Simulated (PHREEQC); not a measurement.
Dissolve 0.85 mmol/kgw H3AsO4, 5.6 mmol/kgw HCl and 13 mmol/kgw NaCl at 25 °C. Closed to the air; pH follows from the charge balance.

Equilibrium calculation in PHREEQC: ion-association model, wateq4f.dat.

Each row changes one thing in this solution. Precipitation was switched off in this run.

```
case                                       pH  SI of Halite (NaCl)
---------------------------------------  ----  -------------------
as made                                  2.27                -5.32
0.01 mol/kgw NH3 added                      …                -5.32
HCl from 0.0056 to 0.0084 mol/kgw           …                    …
HCl left out                             3.17                -5.46
0.00024 mol/kgw (NH4)2HPO4 added         2.29                -5.32
H3AsO4 from 0.00085 to 0.000935 mol/kgw  2.27                -5.32
diluted 5-fold with water                2.93                    …
0.00047 mol/kgw LiOH added               2.30                -5.32
H3AsO4 left out                          2.30                -5.32
```

**Question.** Some entries are withheld; supply them.

**Answer.** 
- 0.01 mol/kgw NH3 added, pH: 8.87
- HCl from 0.0056 to 0.0084 mol/kgw, pH: 2.11
- HCl from 0.0056 to 0.0084 mol/kgw, SI of Halite (NaCl): -5.26
- diluted 5-fold with water, SI of Halite (NaCl): -6.66

H3PO4, which wateq4f.dat lacks, is added to it with the constant of phreeqc.dat.
